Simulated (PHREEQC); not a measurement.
Make-up at 25 °C: 20 mmol/kgw LiCl and 0.00055 mmol/kgw H4SiO4. Closed to the air; pH follows from the charge balance.

All values are PHREEQC results (Pitzer model, pitzer.dat), not measurements.

This is a speciation only: nothing precipitates in the calculation.

Task: What specific conductance, osmotic coefficient does the model give?

Result: specific conductance 2090 µS/cm; osmotic coefficient 0.960.

Species that the database lacks are ignored.
